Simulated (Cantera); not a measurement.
Charge: 1 mol SiC, 0.066 mol H₂O, 5.6 mol H₂, 0.024 mol O₂, equilibrated at 2150 K and 7.50 Torr.

These are equilibrium values from Cantera (NASA tables, ideal gas, pure condensed phases), not measurements of a reactor. Candidate condensed phases: C, C₆H₆, C₇H₈, C₈H₁₈, H₂O, Si, SiC, SiO₂; 123 gas species. Gases not in the tables: Si₂H₆ and higher silanes. Kinetics and transport are ignored.

Base state: H₂ 0.929, H 0.0407, CO 0.0149, Si 0.00969, SiO 0.00423, Si₂C 0.000477, SiH 0.000457, SiH₂ 9.41e-5 (mole fractions); condensed: SiC(s).

Problem. What changes in the equilibrium state with this change: temperature from 2150 K to 1248 K?

Solution. 
```json
[
 {"species": "H₂", "before": "0.929", "after": "0.993"},
 {"species": "CO", "before": "0.0149", "after": "0.00663"},
 {"species": "CH₄", "before": "5.39e-7", "after": "5.77e-5"},
 {"species": "H", "before": "0.0407", "after": "4.65e-6"},
 {"species": "Si", "before": "0.00969", "after": "<1e-9"},
 {"species": "SiO", "before": "0.00423", "after": "1.32e-5"},
 {"species": "Si₂C", "before": "0.000477", "after": "<1e-9"},
 {"species": "SiH", "before": "0.000457", "after": "<1e-9"},
 {"species": "SiH₂", "before": "9.41e-5", "after": "<1e-9"},
 {"species": "Si₂", "before": "6.06e-5", "after": "<1e-9"},
 {"species": "SiC₂", "before": "3.47e-5", "after": "<1e-9"},
 {"species": "SiC(s), mol", "before": "0.907", "after": "0.962"},
 {"species": "SiO₂(β-quartz), mol", "before": "0", "after": "0.0381"}
]
```
Mutual solubility and eutectic melting of coexisting phases are not modelled. The tables hold silica as quartz up to 1696 K and as liquid above; real silica turns to tridymite and cristobalite and melts near 1996 K.
